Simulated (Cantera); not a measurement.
Input: 1 mol CF₄, 2.9 mol H₂, at 1550 K and 1.33 mbar.

These are equilibrium values from Cantera (NASA tables, ideal gas, pure condensed phases), not measurements of a reactor. Candidate condensed phases: C, C₆H₆, C₇H₈, C₈H₁₈; 95 gas species. The numbers say what is thermodynamically allowed, not how fast it happens.

**Question.** What is the equilibrium state?

**Answer.** x(HF): 0.816
x(H₂): 0.183
x(H): 0.000369
x(C₂H₂ (acetylene)): 2.94e-6
n(C(graphite)): 1.000 mol
gas amount: 4.901 mol
